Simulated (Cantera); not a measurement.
An adiabatic, constant-pressure homogeneous reactor starts with CH₄ : C₂H₆ : C₃H₈ : O₂ : N₂ : CO₂ = 1 : 0.087 : 0.41 : 2.29 : 25.2 : 2.3 (molar parts), equivalence ratio 1.9, at 1750 K and 8.00 bar. Integrator tolerance rtol = 1e-08.

Model: GRI-Mech 3.0 (53 species, 325 reactions), integrated in Cantera. GRI-Mech 3.0 was tuned for natural gas; its chemistry of propane as a main component is partial and can be far from experiment.

```json
[
 {"quantity": "time of steepest temperature rise", "before": "15.5 µs", "after": "8.89 ms"},
 {"quantity": "temperature at 1.00 s", "before": "2250 K", "after": "1672 K"},
 {"quantity": "equilibrium temperature", "before": "2250 K", "after": "1671 K"},
 {"quantity": "x(CH₄) at 1.00 s", "before": "1.97e-11 (gas-phase equilibrium 2.17e-11)", "after": "0.000226 (gas-phase equilibrium 2.45e-9)"},
 {"quantity": "x(C₂H₆) at 1.00 s", "before": "<1e-12 (gas-phase equilibrium <1e-12)", "after": "6.31e-9 (gas-phase equilibrium <1e-12)"},
 {"quantity": "x(C₃H₈) at 1.00 s", "before": "<1e-12 (gas-phase equilibrium <1e-12)", "after": "<1e-12 (gas-phase equilibrium <1e-12)"},
 {"quantity": "x(HO₂) at 1.00 s", "before": "2.11e-9 (gas-phase equilibrium 2.11e-9)", "after": "<1e-12 (gas-phase equilibrium <1e-12)"},
 {"quantity": "x(NO) at 1.00 s", "before": "4.64e-5 (gas-phase equilibrium 4.64e-5)", "after": "2.56e-8 (gas-phase equilibrium 6.08e-8)"},
 {"quantity": "x(CO₂) at 1.00 s", "before": "0.0473 (gas-phase equilibrium 0.0473)", "after": "0.0545 (gas-phase equilibrium 0.0542)"},
 {"quantity": "x(O₂) at 1.00 s", "before": "2.39e-6 (gas-phase equilibrium 2.39e-6)", "after": "1.24e-10 (gas-phase equilibrium 1.21e-10)"}
]
```

Q: What was changed between the two runs?
A) initial temperature 1750 to 1375 K
B) initial temperature 1750 to 1150 K
C) pressure from 8.00 bar to 1.01 bar
D) initial temperature 1750 to 1100 K

A: B, initial temperature 1750 to 1150 K
